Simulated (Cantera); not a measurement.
Feed: 1 mol SiH4, 1.4 mol NH3, at 2098 K and 19.0 Pa.

Cantera equilibrium calculation (NASA polynomials, part measured and part estimated; ideal gas, pure solids and liquids). Candidate condensed phases: Si, Si3N4; 18 gas species. The tables' values for SiN are old estimates; treat these amounts as uncertain. Gases not in the tables: Si2H6 and higher silanes. The numbers say what is thermodynamically allowed, not how fast it happens.

What is the equilibrium state?


| Quantity | Value |
|---|---|
| x(H2) | 0.564 |
| x(H) | 0.168 |
| x(Si) | 0.156 |
| x(N2) | 0.111 |
| x(SiH) | 0.000880 |
| x(Si2) | 0.000459 |
| x(SiN) | 0.000149 |
| x(Si2N) | 4.07e-5 |
| x(SiH2) | 2.31e-5 |
| gas amount | 6.323 mol |
| log10 activity of Si(l) (absent) | -0.64 |
